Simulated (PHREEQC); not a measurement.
PHREEQC input (ion-association model, wateq4f.dat):

```
SOLUTION_MASTER_SPECIES
  An  An-  0  An  62.0  # stands for a non-complexing anion
SOLUTION_SPECIES
  An- = An-
    -log_k 0
    -gamma 3.0 0
  PO4-3 + 3H+ = H3PO4  # constants of phreeqc.dat
    -log_k 21.721
    -delta_h -10.1 kJ
PHASES
  Fix_H+
    H+ = H+
    -log_k 0
SOLUTION 1
  temp 25
  units mmol/kgw
  pH 7 charge
  P 4.2
  Na 104.2
  An 100
END
SELECTED_OUTPUT 1
  -reset false
  -pH true
  -pe true
  -ionic_strength true
  -water true
  -totals Na P
  -molalities Hfo_wOH Hfo_wOH2+ Hfo_wO- Hfo_sOH Hfo_sOH2+ Hfo_sO- Hfo_wH2PO4 Hfo_wHPO4- Hfo_wPO4-2
USER_PUNCH 1
  -headings sigma psi
  10 PUNCH EDL("sigma", "Hfo"), EDL("psi", "Hfo")
PRINT
  -reset false
USE solution 1
SURFACE 1
  Hfo_wOH 0.00314607 600 1.4
  Hfo_sOH 7.86517e-05
EQUILIBRIUM_PHASES 1
  Fix_H+ -3 HAn 10
    -force_equality true
  O2(g) -0.68 10
END
# ... the last block is repeated for the other 16 points of pH, with NaOH or the acid as the point needs
```

Selected output (columns that matter, 17 of 17 rows; pH added in front):

```
pH	mu	Na	P	m_Hfo_wOH	m_Hfo_wOH2+	m_Hfo_wO-	m_Hfo_sOH	m_Hfo_sOH2+	m_Hfo_sO-	m_Hfo_wH2PO4	m_Hfo_wHPO4-	m_Hfo_wPO4-2	sigma	psi
3	0.10548	0.10419	0.0011172	7.1216e-09	6.3352e-05	1.834e-14	8.8401e-09	7.8638e-05	2.2765e-14	0.0030741	8.4827e-06	3.9751e-10	0.015337	0.020162
3.5	0.10464	0.10419	0.0011177	2.0833e-08	6.3814e-05	1.5581e-13	2.5667e-08	7.8622e-05	1.9196e-13	0.0030576	2.4502e-05	3.3346e-09	0.013547	0.017974
4	0.10436	0.10419	0.0011266	6.286e-08	7.2648e-05	1.246e-12	6.7993e-08	7.8579e-05	1.3478e-12	0.0030092	6.3916e-05	2.3055e-08	0.010025	0.013437
4.5	0.10425	0.10419	0.0011491	1.8755e-07	9.505e-05	8.4777e-12	1.5488e-07	7.8492e-05	7.0009e-12	0.0029096	0.00014093	1.1592e-07	0.00372	0.0050379
5	0.1042	0.10419	0.0011936	5.4218e-07	0.00013923	4.8368e-11	3.0508e-07	7.8342e-05	2.7216e-11	0.0027435	0.00026225	4.2573e-07	-0.0052303	-0.0070741
5.5	0.10417	0.10419	0.0012698	1.5099e-06	0.00021446	2.4354e-10	5.4986e-07	7.8098e-05	8.8687e-11	0.0024971	0.00043157	1.2667e-06	-0.016261	-0.021437
6	0.10422	0.10419	0.0013889	4.1086e-06	0.00033093	1.1686e-09	9.6446e-07	7.7683e-05	2.7431e-10	0.0021517	0.00065576	3.3939e-06	-0.029171	-0.036443
6.5	0.10442	0.1042	0.0015674	1.1421e-05	0.00050211	5.9514e-09	1.7491e-06	7.6898e-05	9.1145e-10	0.0016835	0.00093998	8.9131e-06	-0.043517	-0.050465
7	0.10486	0.1042	0.0018185	3.3974e-05	0.0007306	3.6193e-08	3.4946e-06	7.515e-05	3.7228e-09	0.0011006	0.0012563	2.4355e-05	-0.057364	-0.061672
7.5	0.10561	0.10442	0.0021079	0.00010454	0.00094918	2.6375e-07	7.8007e-06	7.0828e-05	1.9682e-08	0.00054654	0.0014776	6.7839e-05	-0.068184	-0.069099
8	0.1069	0.1053	0.0023989	0.0002994	0.0010436	1.9678e-06	1.7508e-05	6.1025e-05	1.1506e-07	0.0002027	0.0014275	0.00017072	-0.076554	-0.07408
8.5	0.10811	0.10617	0.0027417	0.00071807	0.00095738	1.2338e-05	3.346e-05	4.4611e-05	5.7493e-07	5.7934e-05	0.0010666	0.00033351	-0.085537	-0.078968
9	0.10939	0.10712	0.0031424	0.0013319	0.00069847	5.818e-05	5.0153e-05	2.6302e-05	2.1909e-06	1.2437e-05	0.00058215	0.00046275	-0.096875	-0.084575
9.5	0.11059	0.10802	0.0035105	0.0018637	0.0003878	0.00020517	5.9662e-05	1.2415e-05	6.5683e-06	1.9397e-06	0.00022882	0.00045841	-0.10996	-0.090405
10	0.11174	0.1089	0.0038106	0.0020346	0.00017254	0.00054962	5.8043e-05	4.9223e-06	1.5679e-05	2.2707e-07	6.5726e-05	0.00032308	-0.12634	-0.096922
10.5	0.1132	0.11002	0.0040433	0.0018336	7.1004e-05	0.0010848	4.8238e-05	1.8679e-06	2.8538e-05	2.0954e-08	1.3283e-05	0.000143	-0.15392	-0.10636
11	0.11578	0.11192	0.0041585	0.0014304	2.8483e-05	0.0016457	3.6234e-05	7.2148e-07	4.1687e-05	1.518e-09	1.8714e-06	3.9179e-05	-0.19972	-0.11885
```

Complexes and solids missing from the database can't appear. H3PO4, which wateq4f.dat lacks, is added to it with the constant of phreeqc.dat. The oxide is taken as insoluble; below pH 4 it would dissolve.
